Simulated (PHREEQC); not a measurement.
0.14 g of hydrous ferric oxide (600 m²/g; 0.2 weak and 0.005 strong sites per Fe, Dzombak-Morel constants, diffuse double layer) in 1 kg of water with 0.3 mol/kgw of an inert sodium salt, at 25 °C; the pH is set by adding NaOH or the inert anion's acid. Oxygen alone is held at its pressure in air (log pO2 = -0.68). No CO2 enters from the air. Precipitation was switched off in this run.

Base run: PHREEQC, ion-association model, wateq4f.dat. Each further column changes one thing. The table gives surface charge σ (C/m²).

```json
[
 {"pH": "4", "base": "0.349", "background salt from 0.3 to 0.03 mol/kgw": "0.271", "oxide from 0.14 to 0.7 g/kgw": "0.349", "0.00025 mol/kgw CuCl2 added": "0.349"},
 {"pH": "5", "base": "0.269", "background salt from 0.3 to 0.03 mol/kgw": "0.157", "oxide from 0.14 to 0.7 g/kgw": "0.269", "0.00025 mol/kgw CuCl2 added": "0.276"},
 {"pH": "5.5", "base": "0.210", "background salt from 0.3 to 0.03 mol/kgw": "0.111", "oxide from 0.14 to 0.7 g/kgw": "0.210", "0.00025 mol/kgw CuCl2 added": "0.243"},
 {"pH": "6.5", "base": "0.106", "background salt from 0.3 to 0.03 mol/kgw": "0.047", "oxide from 0.14 to 0.7 g/kgw": "0.106", "0.00025 mol/kgw CuCl2 added": "0.234"},
 {"pH": "7.5", "base": "0.034", "background salt from 0.3 to 0.03 mol/kgw": "0.014", "oxide from 0.14 to 0.7 g/kgw": "0.034", "0.00025 mol/kgw CuCl2 added": "0.185"},
 {"pH": "8.5", "base": "-0.021", "background salt from 0.3 to 0.03 mol/kgw": "-0.008", "oxide from 0.14 to 0.7 g/kgw": "-0.021", "0.00025 mol/kgw CuCl2 added": "0.084"},
 {"pH": "9", "base": "-0.051", "background salt from 0.3 to 0.03 mol/kgw": "-0.021", "oxide from 0.14 to 0.7 g/kgw": "-0.051", "0.00025 mol/kgw CuCl2 added": "0.043"},
 {"pH": "10", "base": "-0.132", "background salt from 0.3 to 0.03 mol/kgw": "-0.062", "oxide from 0.14 to 0.7 g/kgw": "-0.132", "0.00025 mol/kgw CuCl2 added": "-0.023"}
]
```

 In at least one series the solution becomes supersaturated in solids that the run did not let form, among them Cu(OH)2. The database's constant for dissolved Cu(OH)2 is higher than later reviews accept.
